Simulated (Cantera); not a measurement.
# Hydrogen reduction and annealing atmospheres: PbS + H₂ + N₂ + H₂S

Feed: 1 mol PbS, 5.8 mol H₂, 0.61 mol N₂, 1.4 mol H₂S, equilibrated at 1.30 bar.

These are equilibrium values from Cantera (NASA tables, ideal gas, pure condensed phases), not measurements of a reactor. Candidate condensed phases: Pb, PbS, S; 18 gas species. Gases not in the tables: S₃ to S₇. Equilibrium is a limit: real reactors are often held back by kinetics, nucleation or transport.

From 873 K to 1373 K the condensed part is PbS(s). From 1473 K to 2173 K nothing is condensed. The main Pb-bearing gas is PbS throughout.

```json
[
 {"T (K)": "873", "x H₂": "0.742", "x H₂S": "0.179", "x PbS": "1.44e-6", "x N₂": "0.0780", "x S₂": "1.06e-7", "x Pb": "9.60e-9", "x SH": "6.21e-8", "x H": "3.54e-11", "n PbS(s)": "1.000"},
 {"T (K)": "973", "x H₂": "0.742", "x H₂S": "0.179", "x PbS": "3.25e-5", "x N₂": "0.0780", "x S₂": "1.33e-6", "x Pb": "3.78e-7", "x SH": "6.36e-7", "x H": "8.17e-10", "n PbS(s)": "1.000"},
 {"T (K)": "1073", "x H₂": "0.742", "x H₂S": "0.179", "x PbS": "0.000402", "x N₂": "0.0780", "x S₂": "1.06e-5", "x Pb": "7.34e-6", "x SH": "4.23e-6", "x H": "1.06e-8", "n PbS(s)": "0.997"},
 {"T (K)": "1173", "x H₂": "0.740", "x H₂S": "0.179", "x PbS": "0.00319", "x N₂": "0.0778", "x S₂": "5.94e-5", "x Pb": "8.42e-5", "x SH": "2.04e-5", "x H": "8.90e-8", "n PbS(s)": "0.974"},
 {"T (K)": "1273", "x H₂": "0.728", "x H₂S": "0.176", "x PbS": "0.0179", "x N₂": "0.0766", "x S₂": "0.000255", "x Pb": "0.000648", "x SH": "7.63e-5", "x H": "5.34e-7", "n PbS(s)": "0.852"},
 {"T (K)": "1373", "x H₂": "0.680", "x H₂S": "0.166", "x PbS": "0.0773", "x N₂": "0.0717", "x S₂": "0.000907", "x Pb": "0.00361", "x SH": "0.000232", "x H": "2.41e-6", "n PbS(s)": "0.311"},
 {"T (K)": "1473", "x H₂": "0.656", "x H₂S": "0.159", "x PbS": "0.107", "x N₂": "0.0690", "x S₂": "0.00262", "x Pb": "0.00635", "x SH": "0.000602", "x H": "8.98e-6", "n PbS(s)": "0"},
 {"T (K)": "1573", "x H₂": "0.659", "x H₂S": "0.152", "x PbS": "0.105", "x N₂": "0.0688", "x S₂": "0.00611", "x Pb": "0.00801", "x SH": "0.00135", "x H": "2.89e-5", "n PbS(s)": "0"},
 {"T (K)": "1673", "x H₂": "0.664", "x H₂S": "0.141", "x PbS": "0.102", "x N₂": "0.0683", "x S₂": "0.0118", "x Pb": "0.0102", "x SH": "0.00265", "x H": "8.14e-5", "n PbS(s)": "0"},
 {"T (K)": "1773", "x H₂": "0.672", "x H₂S": "0.126", "x PbS": "0.0980", "x N₂": "0.0677", "x S₂": "0.0191", "x Pb": "0.0131", "x SH": "0.00459", "x H": "0.000204", "n PbS(s)": "0"},
 {"T (K)": "1873", "x H₂": "0.679", "x H₂S": "0.109", "x PbS": "0.0932", "x N₂": "0.0671", "x S₂": "0.0272", "x Pb": "0.0168", "x SH": "0.00718", "x H": "0.000466", "n PbS(s)": "0"},
 {"T (K)": "1973", "x H₂": "0.685", "x H₂S": "0.0929", "x PbS": "0.0875", "x N₂": "0.0664", "x S₂": "0.0350", "x Pb": "0.0214", "x SH": "0.0104", "x H": "0.000979", "n PbS(s)": "0"},
 {"T (K)": "2073", "x H₂": "0.689", "x H₂S": "0.0785", "x PbS": "0.0810", "x N₂": "0.0657", "x S₂": "0.0420", "x Pb": "0.0267", "x SH": "0.0142", "x H": "0.00191", "n PbS(s)": "0"},
 {"T (K)": "2173", "x H₂": "0.691", "x H₂S": "0.0660", "x PbS": "0.0740", "x N₂": "0.0650", "x S₂": "0.0479", "x Pb": "0.0326", "x SH": "0.0185", "x H": "0.00352", "n PbS(s)": "0"}
]
```
x: gas mole fraction; n: condensed amount in mol.
